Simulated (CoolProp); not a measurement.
Computed with CoolProp (reference Helmholtz-energy equation of state, Thol 2022).

Problem. Give the vapour pressure (bar), liquid density (kg/m³), vapour density (kg/m³) of saturated vinyl chloride at 291.4, 399.3 K.

Solution. 
```csv
T (K),p (bar),liquid density (kg/m³),vapour density (kg/m³)
291.4,3.21,912,8.87
399.3,36.8,641,114
```
